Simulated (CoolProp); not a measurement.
Saturation properties of ethylene.

Values from CoolProp's reference Helmholtz-energy equation of state, Smukala 2000.

| T (°C) | p (kPa) | liquid density (kg/m³) | liquid cp (kJ/(kg K)) | vapour Z | surface tension (mN/m) |
|---|---|---|---|---|---|
| -109.25 | (withheld) | 575.4 | 2.410 | 0.9739 | 17.3 |
| -103.15 | 105.1 | 566.8 | 2.419 | 0.9659 | 16.2 |
| -96.95 | 148.8 | 557.8 | 2.431 | 0.9564 | 15.2 |
| -90.85 | 204.4 | 548.8 | 2.448 | 0.9455 | 14.2 |
| -84.65 | 275.7 | 539.4 | 2.471 | 0.9328 | 13.1 |
| -78.55 | 362.7 | 529.9 | 2.499 | (withheld) | 12.2 |
| -72.35 | 470.6 | (withheld) | 2.534 | 0.9025 | 11.2 |
| -66.25 | 598.4 | 509.8 | 2.576 | 0.8849 | 10.2 |
| -60.05 | 752.7 | 499.1 | 2.628 | 0.8651 | (withheld) |

Task: Fill in the missing entries.

Result: 
- -109.25, p (kPa): 72.50
- -78.55, vapour Z: 0.9186
- -72.35, liquid density (kg/m³): 519.9
- -60.05, surface tension (mN/m): 9.21

It boils at -103.8 °C under 1 atm.

Surface tension comes from a separate correlation (Mulero 2012).
